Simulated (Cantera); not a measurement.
Charge: 1 mol SiCl4, 0.015 mol C2H2, 76 mol H2, equilibrated at 0.825 Torr.

These are equilibrium values from Cantera (NASA tables, ideal gas, pure condensed phases), not measurements of a reactor. Candidate condensed phases: C, C6H6, C7H8, C8H18, Si, SiC; 109 gas species. Mutual solubility and eutectic melting of coexisting phases are not modelled. Gases not in the tables: Si2H6 and higher silanes. Equilibrium is a limit: real reactors are often held back by kinetics, nucleation or transport.

Task: What share of the Si ends up in condensed phases as a function of T (°C), at 1475, 1525, 1575, 1625, 1675, 1725, 1775, 1825, 1875, 1925?

Result: 
```
T (°C)  Si condensed (%)              as
------  ----------------  --------------
1475                43.8  Si(l) + SiC(s)
1525                32.5  Si(l) + SiC(s)
1575                 8.2  Si(l) + SiC(s)
1625                 1.9          SiC(s)
1675                 1.3          SiC(s)
1725                 0.0          SiC(s)
1775                 0.0               -
1825                 0.0               -
1875                 0.0               -
1925                 0.0               -
```
